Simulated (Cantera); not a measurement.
An isothermal, constant-pressure homogeneous reactor starts with 0.755 % CH₃OH, 2.42 % O₂, 96.8 % N₂, at 1325 K and 6.02 atm.

Model: GRI-Mech 3.0 (53 species, 325 reactions), integrated in Cantera. GRI-Mech 3.0 was tuned for natural gas; its chemistry of methanol as a main component is partial and can be far from experiment.

**Question.** Predict: x(O₂) at 6.00 s; x(NO) at 6.00 s.

**Answer.** 
```json
{
  "x(O₂) at 6.00 s": "0.0128 (gas-phase equilibrium 0.0128)",
  "x(NO) at 6.00 s": "2.35e-7 (gas-phase equilibrium 0.000127)"
}
```
